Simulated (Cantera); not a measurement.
A Cantera script and its output.

```python
import numpy as np
import cantera as ct

gas = ct.Solution("gri30.yaml")


def delay(T, t_max=10):
    gas.TPX = T, 100000, {'CH4': 1, 'CO': 1.5, 'O2': 5.19, 'N2': 34.2}
    reactor = ct.IdealGasConstPressureReactor(gas, clone=False)
    net = ct.ReactorNet([reactor])
    net.rtol, net.atol = 1e-8, 1e-16
    while net.time < t_max:
        t_old, T_old = net.time, reactor.T
        net.step()
        if reactor.T > T + 400:  # ignition: a rise of 400 K
            return t_old + (T + 400 - T_old) / (reactor.T - T_old) * (net.time - t_old)
    return np.nan


taus = []
for T in [1200, 1300, 1400, 1500, 1600, 1700]:
    taus.append(delay(T))
    print(f"T0 = {T:6g} K   tau = {taus[-1]:.4e} s")
```

Output:

```
T0 =   1200 K   tau = 4.5824e-02 s
T0 =   1300 K   tau = 1.0867e-02 s
T0 =   1400 K   tau = 3.2097e-03 s
T0 =   1500 K   tau = 1.2203e-03 s
T0 =   1600 K   tau = 5.8954e-04 s
T0 =   1700 K   tau = 3.5382e-04 s
```

Computed with Cantera and GRI-Mech 3.0 (53 species, 325 reactions).
